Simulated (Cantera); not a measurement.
# CH3F + CH4 (fluorocarbon and chlorocarbon gases)

Input: 1 mol CH3F, 0.1 mol CH4.

These are equilibrium values from Cantera (NASA tables, ideal gas, pure condensed phases), not measurements of a reactor. Candidate condensed phases: C, C6H6, C7H8, C8H18; 95 gas species. Equilibrium is a limit: real reactors are often held back by kinetics, nucleation or transport.

Stable condensed phases:

```
T in °C \ P in Pa
              1    3.2     10     32    100    320   1000   3200  10000  32000 100000
   2850       A      A      A      A      A      A      A      B      B      B      B
   2750       A      A      A      A      A      A      B      B      B      B      B
   2650       A      A      A      A      A      B      B      B      B      B      B
   2550       A      A      A      A      B      B      B      B      B      B      B
   2450       A      A      A      B      B      B      B      B      B      B      B
   2350       A      A      B      B      B      B      B      B      B      B      B
   2250       B      B      B      B      B      B      B      B      B      B      B
   2150       B      B      B      B      B      B      B      B      B      B      B
   2050       B      B      B      B      B      B      B      B      B      B      B
   1950       B      B      B      B      B      B      B      B      B      B      B
   1850       B      B      B      B      B      B      B      B      B      B      B
   1750       B      B      B      B      B      B      B      B      B      B      B
   1650       B      B      B      B      B      B      B      B      B      B      B
   1550       B      B      B      B      B      B      B      B      B      B      B
```

A: gas only; B: C.
